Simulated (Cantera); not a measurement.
# Abatement and gas-phase synthesis: NF₃ + O₂ + H₂O

Feed: 1 mol NF₃, 0.2 mol O₂, 6 mol H₂O, equilibrated at 1.40 bar.

Equilibrium computed with Cantera from the NASA thermochemical tables; the gas is ideal and each condensed phase is pure. Candidate condensed phases: H₂O; 65 gas species. Ions and electrons are included (thermal ionisation). The numbers say what is thermodynamically allowed, not how fast it happens.

From 3000 K to 5000 K nothing is condensed.

```csv
T (K),x H,x H₂O,x HF,x O,x OH,x F,x H₂,x O₂,x N₂,x NO
3000,0.0286,0.366,0.308,0.0288,0.0756,0.00118,0.0461,0.0906,0.0476,0.00771
3250,0.0743,0.264,0.282,0.0613,0.104,0.00263,0.0750,0.0843,0.0428,0.00932
3500,0.152,0.155,0.247,0.112,0.117,0.00547,0.0924,0.0723,0.0370,0.0102
3750,0.249,0.0702,0.208,0.174,0.106,0.0110,0.0865,0.0537,0.0315,0.00997
4000,0.341,0.0249,0.170,0.231,0.0772,0.0219,0.0642,0.0336,0.0274,0.00881
4250,0.412,0.00751,0.132,0.268,0.0484,0.0406,0.0412,0.0183,0.0248,0.00724
4500,0.461,0.00217,0.0931,0.285,0.0281,0.0661,0.0249,0.00920,0.0231,0.00570
4750,0.495,0.000645,0.0591,0.290,0.0162,0.0912,0.0149,0.00461,0.0217,0.00443
5000,0.516,0.000204,0.0346,0.291,0.00945,0.110,0.00901,0.00241,0.0203,0.00347
```
x: gas mole fraction; nothing condenses.
